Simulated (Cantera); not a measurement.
A closed system holds: 1 mol Ta, a varied amount of CO₂, 4.4 mol H₂, equilibrated at 0.570 bar.

These are equilibrium values from Cantera (NASA tables, ideal gas, pure condensed phases), not measurements of a reactor. Candidate condensed phases: C, C₆H₆, C₇H₈, C₈H₁₈, H₂O, Ta, TaC, Ta₂O₅; 113 gas species. Mutual solubility and eutectic melting of coexisting phases are not modelled. TaC: taken at fixed stoichiometry. Condensed phases not in the tables: Ta₂C, N, O or C dissolved in the metal. The numbers say what is thermodynamically allowed, not how fast it happens.

What condenses at these points (T in °C, n(CO₂) in mol): (1675, 0.76); (1375, 5.9); (2175, 0.45); (1975, 3.5); (1975, 0.45); (1575, 1.3)?


```tsv
T (°C)	n(CO₂) in mol	condensed phases	Ta condensed (%)
1675	0.76	TaC + Ta₂O₅	100.0
1375	5.9	Ta₂O₅	100.0
2175	0.45	Ta + Ta₂O₅	99.6
1975	3.5	Ta₂O₅	100.0
1975	0.45	Ta + TaC + Ta₂O₅	100.0
1575	1.3	TaC + Ta₂O₅	100.0
```
